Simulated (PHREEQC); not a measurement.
Dissolve 0.11 mol/kgw CsBr and 0.099 mol/kgw NaAlO2 at 90 °C. Closed to the air; pH follows from the charge balance.

The numbers come from PHREEQC with the ion-association model, wateq4f.dat.

- pH = 8.01
- ionic strength = 0.209 mol/kgw
- activity of water = 0.993
- total alkalinity = 396 meq/kg

```tsv
species	molality	activity	log γ
Br-	0.110	0.0784	-0.147
Cs+	0.110	0.0784	-0.147
Na+	0.0990	0.0702	-0.149
Al(OH)4-	0.0989	0.0689	-0.157
OH-	5.67e-5	3.81e-5	-0.173
Al(OH)3	5.62e-5	5.90e-5	0.021
Al(OH)2+	2.52e-7	1.80e-7	-0.145
H+	1.25e-8	9.68e-9	-0.111
```

No solid was allowed to form. Saturation is exceeded, for instance for Al(OH)3(a), Boehmite (slow to form); the values hold only as long as no solid forms. Away from 25 °C the constants follow the database's enthalpies or fits; those with neither stay at their 25 °C values.
